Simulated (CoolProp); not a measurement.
Vapour-liquid equilibrium of R134a (1) + R227EA (2) at 0.451 MPa; x and y are mole fractions of (1).

Values from CoolProp's multi-fluid Helmholtz-energy mixture model, Tillner-Roth 1994 and Lemmon 2016; pair parameters Bell 2016.

**Question.** Give the bubble temperature and the first vapour's composition at x = 0.05, 0.35, 0.8. Is there an azeotrope?

**Answer.** x = 0.05: 23.7 °C, y = 0.074; x = 0.35: 18.9 °C, y = 0.438; x = 0.8: 14.0 °C, y = 0.839. No azeotrope shows between x = 0.05 and 0.95.

Pair parameters are fitted to limited data, so mixtures are less certain than the pure fluids.
